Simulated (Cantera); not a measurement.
Cantera with NASA thermochemical tables; ideal gases at 1 bar, condensed phases pure. Values are per mole of reaction as written; species without (g) are pure solids or liquids, kept so even where they would boil at 1 bar. TaC: taken at fixed stoichiometry.

2 CO2(g) + Ta2O5 = 3 O3(g) + 2 TaC

| T (K) | ΔH° (kJ) | ΔS° (J/K) | ΔG° (kJ) | log10 K | condensed phases |
|---|---|---|---|---|---|
| 1748 | ___ | ___ | ___ | ___ | Ta2O5(s), TaC(s) |
| 1898 | 2940.7 | 197.8 | 2565.3 | -70.60 | Ta2O5(s), TaC(s) |
| 2048 | ___ | ___ | ___ | ___ | Ta2O5(s), TaC(s) |
| 2198 | 2817.1 | 137.8 | 2514.2 | -59.75 | Ta2O5(l), TaC(s) |
| 2348 | 2814.5 | 136.6 | 2493.6 | -55.47 | Ta2O5(l), TaC(s) |
| 2498 | 2813.7 | 136.3 | 2473.2 | -51.71 | Ta2O5(l), TaC(s) |
| 2648 | 2814.6 | 136.7 | 2452.7 | -48.38 | Ta2O5(l), TaC(s) |
| 2798 | ___ | ___ | ___ | ___ | Ta2O5(l), TaC(s) |

Complete the blanks.


- 1748, ΔH° (kJ): 2941.6
- 1748, ΔS° (J/K): 198.3
- 1748, ΔG° (kJ): 2595.0
- 1748, log10 K: -77.54
- 2048, ΔH° (kJ): 2941.2
- 2048, ΔS° (J/K): 198.0
- 2048, ΔG° (kJ): 2535.6
- 2048, log10 K: -64.67
- 2798, ΔH° (kJ): 2817.3
- 2798, ΔS° (J/K): 137.6
- 2798, ΔG° (kJ): 2432.2
- 2798, log10 K: -45.40
